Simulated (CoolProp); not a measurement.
Vapour-liquid equilibrium of dimethyl carbonate (1) + cyclohexane (2) at 1.97 MPa; x and y are mole fractions of (1).

Computed with CoolProp (multi-fluid Helmholtz-energy mixture model, Zhou 2011 and Zhou 2014; pair parameters Bell 2016).

Give the bubble temperature and the first vapour's composition at x = 0.15, 0.25, 0.85. Is there an azeotrope?

x = 0.15: 215.0 °C, y = 0.218; x = 0.25: 211.5 °C, y = 0.316; x = 0.85: 214.6 °C, y = 0.786. y crosses x between x = 0.45 and 0.55: the model has an azeotrope there.

The pair parameters rest on a limited set of measurements; away from them the model extrapolates.
